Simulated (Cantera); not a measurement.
A closed system holds: 1 mol Si2H6, 200 mol N2, held at 1098 K and 0.450 bar.

Cantera equilibrium calculation (NASA polynomials, part measured and part estimated; ideal gas, pure solids and liquids). Candidate condensed phases: Si, Si3N4; 18 gas species. The feed counts by its element totals alone. N2 is the only nitrogen source here; it is nearly inert below about 1500 K, so the nitride shown seldom forms there in practice. The numbers say what is thermodynamically allowed, not how fast it happens.

Base state: N2 0.985, H2 0.0149 (mole fractions); condensed: Si3N4(s).

Problem. What changes in the equilibrium state with this change: Si2H6 replaced by SiH2Cl2?

Solution. 
```tsv
species	before	after
N2	0.985	0.991
HCl	0	0.00780
H2	0.0149	0.00107
SiCl4	0	0.000531
Si3N4(s), mol	0.667	0.297
```
Further candidate phases: NH4Cl.
